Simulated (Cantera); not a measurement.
Input (Python, Cantera) and output of one run.

```python
import numpy as np
import cantera as ct

gas_names = [...]  # 91 gases of nasa_gas.yaml made of C, Cl, H
cond_names = """
    C(gr) C6H6(L) C7H8(L) C8H18(L),n-octa
""".split()


# ... load() reads the species with a 1 bar reference pressure and builds the phases ...
atoms = {
    'CCl4': {'C': 1, 'CL': 4},
    'CH4': {'C': 1, 'H': 4},
    'H2': {'H': 2},
}
top_T = {'C(gr)': 4500}  # K; cautious upper limits of use, not melting points


# ... equilibrate(T, P, feed) seeds the gas with the atoms and calls Mixture.equilibrate('TP', solver="vcs", rtol=1e-11, max_steps=5000) ...
results = []
feed = {'CCl4': 1, 'CH4': 0.026, 'H2': 13}  # mol
P = 13332.2  # Pa
for T in [2675, 2725, 2775, 2825, 2875, 2925, 2975]:
    mix = equilibrate(T, P, feed)
    results.append((T, P, feed, dict(zip(mix.species_names, mix.species_moles))))

top = {s: max(r[3][s] / sum(r[3][g] for g in gas_names) for r in results) for s in gas_names}
cols = sorted((s for s in top if top[s] > 0.0001), key=lambda s: -top[s])[:5]
seen = [c for c in cond_names if any(r[3].get(c, 0) > 1e-12 for r in results)]
print("log10 of partial pressures in bar; condensed amounts in mol")
print(f"{'T/K':>10s}" + "".join(f"{s[:9]:>10s}" for s in cols + seen))
for T, P, feed, n in results:
    ng = sum(n[g] for g in gas_names)
    print(f"{T:10.4g}" + "".join(f"{np.log10(max(n[s] / ng * P / 1e5, 1e-99)):10.3f}" for s in cols)
          + "".join(f"{n.get(c, 0):10.4g}" for c in seen))
```

Result:

```
log10 of partial pressures in bar; condensed amounts in mol
       T/K        H2         H       HCL        CL C2H2,acet     C(gr)
      2675    -1.078    -1.826    -1.533    -2.438    -2.745    0.5672
      2725    -1.092    -1.751    -1.550    -2.367    -2.681    0.4791
      2775    -1.108    -1.680    -1.569    -2.301    -2.622    0.3777
      2825    -1.127    -1.613    -1.592    -2.239    -2.568    0.2603
      2875    -1.149    -1.550    -1.617    -2.181    -2.519    0.1233
      2925    -1.173    -1.490    -1.646    -2.128    -2.492         0
      2975    -1.197    -1.434    -1.678    -2.081    -2.522         0
```

These are equilibrium values from Cantera (NASA tables, ideal gas, pure condensed phases), not measurements of a reactor.
